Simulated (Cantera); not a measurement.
Thermodynamics of carbon deposition, reforming and gasification, feed C3H8 + CO2 + H2

A closed system holds: 1 mol C3H8, 2.4 mol CO2, 0.7 mol H2, held at 1348.15 K and 93000 Pa.

Cantera equilibrium calculation (NASA polynomials, part measured and part estimated; ideal gas, pure solids and liquids). Candidate condensed phases: C, C6H6, C7H8, C8H18, H2O; 110 gas species. Kinetics and transport are ignored.

```
Item                Value
--------------  ---------
x(CO)               0.504
x(H2)               0.492
x(H2O)            0.00135
x(CH4)            0.00131
x(CO2)           0.000704
x(H)              1.69e-6
n(C(graphite))  0.607 mol
gas amount      9.468 mol
```
